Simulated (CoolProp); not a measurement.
The numbers come from the reference Helmholtz-energy equation of state, Gao 2020 in CoolProp.

Problem. For ammonia, give the phase and the expansivity (1/kK), conductivity (mW/(m K)) at 725 K and 244 bar.

Solution. 
- 725 K and 244 bar: supercritical; expansivity 1.93, conductivity 96.6

Thermal conductivity comes from a separate model (Tufeu 1984).
